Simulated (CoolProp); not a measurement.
Properties of sulfur dioxide along the isotherm 207.15 °C.

The numbers come from the reference Helmholtz-energy equation of state, Gao 2016 in CoolProp.

```json
[
 {"p (MPa)": "0.91", "phase": "gas", "density (kg/m³)": "15.01", "cv (kJ/(kg K))": "0.5977", "isothermal compressibility (1/MPa)": "1.131"},
 {"p (MPa)": "1.82", "phase": "gas", "density (kg/m³)": "30.93", "cv (kJ/(kg K))": "0.6078", "isothermal compressibility (1/MPa)": "0.5832"},
 {"p (MPa)": "2.73", "phase": "gas", "density (kg/m³)": "47.90", "cv (kJ/(kg K))": "0.6186", "isothermal compressibility (1/MPa)": "…"},
 {"p (MPa)": "3.64", "phase": "gas", "density (kg/m³)": "…", "cv (kJ/(kg K))": "0.6302", "isothermal compressibility (1/MPa)": "0.3134"},
 {"p (MPa)": "4.55", "phase": "gas", "density (kg/m³)": "…", "cv (kJ/(kg K))": "…", "isothermal compressibility (1/MPa)": "0.2614"},
 {"p (MPa)": "5.46", "phase": "gas", "density (kg/m³)": "…", "cv (kJ/(kg K))": "0.6564", "isothermal compressibility (1/MPa)": "0.2281"},
 {"p (MPa)": "6.37", "phase": "gas", "density (kg/m³)": "130.2", "cv (kJ/(kg K))": "0.6712", "isothermal compressibility (1/MPa)": "0.2059"},
 {"p (MPa)": "7.28", "phase": "gas", "density (kg/m³)": "155.8", "cv (kJ/(kg K))": "0.6874", "isothermal compressibility (1/MPa)": "0.1908"},
 {"p (MPa)": "8.19", "phase": "supercritical", "density (kg/m³)": "…", "cv (kJ/(kg K))": "0.7050", "isothermal compressibility (1/MPa)": "0.1808"},
 {"p (MPa)": "9.1", "phase": "supercritical", "density (kg/m³)": "216.8", "cv (kJ/(kg K))": "0.7240", "isothermal compressibility (1/MPa)": "0.1746"},
 {"p (MPa)": "10", "phase": "supercritical", "density (kg/m³)": "253.3", "cv (kJ/(kg K))": "0.7441", "isothermal compressibility (1/MPa)": "0.1714"},
 {"p (MPa)": "10.9", "phase": "supercritical", "density (kg/m³)": "295.3", "cv (kJ/(kg K))": "0.7648", "isothermal compressibility (1/MPa)": "0.1698"},
 {"p (MPa)": "11.8", "phase": "supercritical", "density (kg/m³)": "343.7", "cv (kJ/(kg K))": "0.7845", "isothermal compressibility (1/MPa)": "0.1675"}
]
```

Some entries are withheld; supply them.


- 2.73, isothermal compressibility (1/MPa): 0.4023
- 3.64, density (kg/m³): 66.07
- 4.55, density (kg/m³): 85.65
- 4.55, cv (kJ/(kg K)): 0.6428
- 5.46, density (kg/m³): 106.9
- 8.19, density (kg/m³): 184.5
